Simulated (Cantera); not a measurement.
An isothermal plug-flow reactor at 750 K and 1.00 atm (inlet), inlet velocity 0.11 m/s, active area per volume 240 1/m; feed CO : O₂ : N₂ = 0.0022 : 0.041 : 0.79 (molar parts).

Detailed kinetics in Cantera: Deutschmann's 1995 Pt surface mechanism with GRI-Mech 3.0 gas chemistry. Catalytic surfaces can have several steady states; this one follows from the mechanism file's or the stated starting coverage. Mass transfer to the wall is taken as infinitely fast.

x: gas mole fraction; θ: surface coverage.

| z (m) | x CO | x O₂ | x H₂O | x CO₂ | θ free Pt | θ O* | θ CO* |
|---|---|---|---|---|---|---|---|
| 0.00028 | 0.00175 | 0.0488 | <1e-12 | 0.000888 | 0.0378 | 0.961 | … |
| 0.00049 | 0.00146 | 0.0486 | <1e-12 | 0.00118 | 0.0342 | 0.965 | … |
| 0.00087 | 0.00111 | 0.0485 | <1e-12 | 0.00153 | 0.0311 | 0.969 | … |
| 0.0016 | 0.000719 | 0.0483 | <1e-12 | 0.00192 | 0.0284 | 0.971 | … |
| 0.0028 | 0.000388 | 0.0481 | <1e-12 | 0.00226 | 0.0267 | 0.973 | … |
| 0.0049 | 0.000146 | 0.0480 | <1e-12 | 0.00250 | 0.0256 | 0.974 | … |
| 0.0087 | 2.77e-5 | 0.0480 | <1e-12 | 0.00262 | 0.0252 | 0.975 | … |
| 0.016 | 1.21e-6 | 0.0480 | <1e-12 | 0.00264 | 0.0250 | 0.975 | … |
| 0.028 | 7.06e-9 | 0.0480 | <1e-12 | 0.00264 | 0.0250 | 0.975 | … |

Problem. Complete the blanks.

Solution. 
- 0.00028, θ CO*: 0.00101
- 0.00049, θ CO*: 0.000681
- 0.00087, θ CO*: 0.000426
- 0.0016, θ CO*: 0.000231
- 0.0028, θ CO*: 0.000109
- 0.0049, θ CO*: 3.80e-5
- 0.0087, θ CO*: 6.93e-6
- 0.016, θ CO*: 2.99e-7
- 0.028, θ CO*: 1.75e-9
